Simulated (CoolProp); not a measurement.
Vapour-liquid equilibrium of carbon dioxide (1) + C2F6 (R116) (2) at 260.1 K; x and y are mole fractions of (1).

Model: multi-fluid Helmholtz-energy mixture model, Span 1996 and Lemmon 2006; pair parameters Bell 2016, in CoolProp.

Task: Give the bubble pressure and the first vapour's composition at x = 0.5, 0.65, 0.95. Is there an azeotrope?

Result: x = 0.5: 2.433 MPa, y = 0.625; x = 0.65: 2.578 MPa, y = 0.710; x = 0.95: 2.525 MPa, y = 0.927. y crosses x between x = 0.65 and 0.8: the model has an azeotrope there.

The pair parameters rest on a limited set of measurements; away from them the model extrapolates.
